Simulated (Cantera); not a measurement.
Cantera with NASA thermochemical tables; ideal gases at 1 bar, condensed phases pure. Values are per mole of reaction as written; species without (g) are pure solids or liquids, kept so even where they would boil at 1 bar.

Nb + NO2(g) → N(g) + NbO2(g)

```tsv
T (K)	ΔH° (kJ)	ΔS° (J/K)	ΔG° (kJ)	log10 K
2125	227.8	143.5	-77.1	1.90
2275	225.5	142.4	-98.6	2.26
2425	…	…	…	…
2575	219.9	140.1	-141.0	2.86
2725	…	…	…	…
```

Question: Fill in the missing entries.

Answer: 
- 2425, ΔH° (kJ): 222.8
- 2425, ΔS° (J/K): 141.3
- 2425, ΔG° (kJ): -119.8
- 2425, log10 K: 2.58
- 2725, ΔH° (kJ): 216.4
- 2725, ΔS° (J/K): 138.8
- 2725, ΔG° (kJ): -161.9
- 2725, log10 K: 3.10
